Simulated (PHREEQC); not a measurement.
PHREEQC input (ion-association model, wateq4f.dat):

```
SOLUTION_MASTER_SPECIES
  An  An-  0  An  62.0  # stands for a non-complexing anion
SOLUTION_SPECIES
  An- = An-
    -log_k 0
    -gamma 3.0 0
PHASES
  Fix_H+
    H+ = H+
    -log_k 0
SOLUTION 1
  temp 25
  units mmol/kgw
  pH 7 charge
  Na 5
  An 5
END
SELECTED_OUTPUT 1
  -reset false
  -pH true
  -pe true
  -ionic_strength true
  -water true
  -totals Na
  -molalities Hfo_wOH Hfo_wOH2+ Hfo_wO- Hfo_sOH Hfo_sOH2+ Hfo_sO-
USER_PUNCH 1
  -headings sigma psi
  10 PUNCH EDL("sigma", "Hfo"), EDL("psi", "Hfo")
PRINT
  -reset false
USE solution 1
SURFACE 1
  Hfo_wOH 3.82022e-05 600 0.017
  Hfo_sOH 9.55056e-07
EQUILIBRIUM_PHASES 1
  Fix_H+ -4 HAn 10
    -force_equality true
  O2(g) -0.68 10
END
# ... the last block is repeated for the other 12 points of pH, with NaOH or the acid as the point needs
```

Selected output (columns that matter, 12 of 13 rows; pH added in front):

```
pH	mu	Na	m_Hfo_wOH	m_Hfo_wOH2+	m_Hfo_wO-	m_Hfo_sOH	m_Hfo_sOH2+	m_Hfo_sO-	sigma	psi
4	0.0051168	0.005	1.8588e-05	1.9202e-05	4.122e-07	4.647e-07	4.8006e-07	1.0305e-08	0.1822	0.19379
4.67	0.005029	0.005	2.4192e-05	1.2977e-05	1.0332e-06	6.048e-07	3.2443e-07	2.5829e-08	0.11582	0.17099
5.33	0.0050086	0.005	2.7307e-05	8.9964e-06	1.8988e-06	6.8268e-07	2.2491e-07	4.747e-08	0.068823	0.14447
6	0.0050031	0.005	2.8694e-05	6.6875e-06	2.8205e-06	7.1736e-07	1.6719e-07	7.0512e-08	0.037497	0.11373
6.67	0.0050012	0.005	2.9166e-05	5.4802e-06	3.556e-06	7.2915e-07	1.3701e-07	8.8899e-08	0.018659	0.079629
7.33	0.0050005	0.005	2.9296e-05	4.8632e-06	4.043e-06	7.324e-07	1.2158e-07	1.0107e-07	0.0079531	0.043769
8.67	0.0050053	0.0050056	2.9312e-05	4.166e-06	4.7245e-06	7.3279e-07	1.0415e-07	1.1811e-07	-0.0054154	-0.031511
9.33	0.0050239	0.0050246	2.9229e-05	3.7406e-06	5.2323e-06	7.3073e-07	9.3515e-08	1.3081e-07	-0.014465	-0.067859
10	0.0051098	0.0051114	2.8906e-05	3.0791e-06	6.2168e-06	7.2266e-07	7.6977e-08	1.5542e-07	-0.030425	-0.10278
10.67	0.0055104	0.0055135	2.7814e-05	2.1518e-06	8.2363e-06	6.9535e-07	5.3794e-08	2.0591e-07	-0.059	-0.1342
11.33	0.007351	0.0073569	2.454e-05	1.0981e-06	1.2564e-05	6.1351e-07	2.7453e-08	3.1409e-07	-0.11118	-0.15918
12	0.016419	0.01643	1.5571e-05	2.4817e-07	2.2383e-05	3.8929e-07	6.2043e-09	5.5956e-07	-0.21463	-0.17229
```

Complexes and solids missing from the database can't appear.
